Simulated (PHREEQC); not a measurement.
Model water analysis in mg/kgw, 40 °C, pH 6.97: Na 9150; K 35.3; Ca 724; Mg 165; Cl 12400; S(6) as SO4 5150; Alkalinity as HCO3 17.6; B 46.7; Li 8.95; Br 66.2.

Valence states are taken as typed.

The numbers come from PHREEQC with the Pitzer model, pitzer.dat.

Precipitation was switched off in this run.

Problem. Order these C species by the share of C that they hold, largest first: CO3-2, HCO3-, CO2.

Solution. HCO3- (88 %), CO2 (11 %), CO3-2 (0.26 %)

The pH is 6.97 and the ionic strength 0.532 mol/kgw. Complexes and solids missing from the database can't appear. Constants without temperature data keep their 25 °C values here.
